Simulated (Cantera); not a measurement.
Feed: 1 mol TiCl₄, 0.91 mol O₂, 120 mol H₂, at 1700 K and 65.0 mbar.

Equilibrium computed with Cantera from the NASA thermochemical tables; the gas is ideal and each condensed phase is pure. Candidate condensed phases: H₂O, Ti, TiCl₂, TiCl₃, TiCl₄, TiO, TiO₂, Ti₂O₃, Ti₃O₅, Ti₄O₇; 23 gas species. Rates play no part.

Base state: H₂ 0.965, HCl 0.0328, H₂O 0.00126, H 0.000568, Cl 1.50e-5 (mole fractions); condensed: Ti₃O₅(s).

Task: What changes in the equilibrium state with this change: temperature from 1700 K to 1098 K?

Result: 
```tsv
species	before	after
H₂	0.965	0.967
HCl	0.0328	0.0328
H₂O	0.00126	0.000297
H	0.000568	9.54e-8
Cl	1.50e-5	2.90e-9
Ti₃O₅(s), mol	0.333	0
TiO₂(rutile), mol	0	0.135
Ti₄O₇(s), mol	0	0.216
```
Mutual solubility and eutectic melting of coexisting phases are not modelled. Condensed phases not in the tables: Magnéli phases beyond Ti₄O₇, TiOCl.

Task: What changes in the equilibrium state with this change: H₂ from 120 to 1.1 mol?

Result: 
```json
[
 {"species": "HCl", "before": "0.0328", "after": "0.645"},
 {"species": "Cl", "before": "1.50e-5", "after": "0.231"},
 {"species": "Cl₂", "before": "<1e-9", "after": "0.0941"},
 {"species": "H₂", "before": "0.965", "after": "1.57e-6"},
 {"species": "TiCl₄", "before": "1.44e-8", "after": "0.0275"},
 {"species": "O₂", "before": "<1e-9", "after": "0.00102"},
 {"species": "ClO", "before": "<1e-9", "after": "3.69e-5"},
 {"species": "TiOCl₂", "before": "6.03e-8", "after": "0.000151"},
 {"species": "H", "before": "0.000568", "after": "7.25e-7"},
 {"species": "Ti₃O₅(s), mol", "before": "0.333", "after": "0"},
 {"species": "TiO₂(rutile), mol", "before": "0", "after": "0.905"}
]
```
